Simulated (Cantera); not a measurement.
A closed system holds: 1 mol C₆H₆, 0.015 mol O₂, 1.7 mol N₂, at 1573 K and 133 Pa.

Equilibrium computed with Cantera from the NASA thermochemical tables; the gas is ideal and each condensed phase is pure. Candidate condensed phases: C, C₆H₆, C₇H₈, C₈H₁₈, H₂O; 136 gas species. Rates play no part.

Question: What is the equilibrium state?

Answer: 
- x(H₂): 0.633
- x(N₂): 0.359
- x(CO): 0.00634
- x(H): 0.000886
- x(HCN): 0.000823
- x(HNC): 1.74e-5
- x(C₂H₂ (acetylene)): 1.31e-5
- n(C(graphite)): 5.97 mol
- gas amount: 4.732 mol
